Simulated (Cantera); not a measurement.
A freely propagating, adiabatic, planar premixed flame of 40.3 % H2, 12.6 % O2, 47.1 % N2, equivalence ratio 1.6, unburnt at 375 K and 9.87 atm; unity-Lewis-number transport, grid criteria slope 0.08 and curve 0.16, no radiation.

Computed with Cantera and the H2/O2 subset of GRI-Mech 3.0, which has no nitrogen chemistry. The hydrogen kinetics of GRI-Mech 3.0 are dated; newer H2 mechanisms differ, most at raised pressure. Unity Lewis numbers drop preferential diffusion, which matters most where H2 and H carry the flame. Burning velocities carry a grid error of a few per cent, more on coarse grids.

Task: Predict: laminar burning velocity; thermal thickness; peak x(OH); peak x(O); peak x(H2O2).

Result: 
- laminar burning velocity: 245 cm/s
- thermal thickness: 0.0227 mm
- peak x(OH): 0.00561
- peak x(O): 0.00157
- peak x(H2O2): 9.61e-5
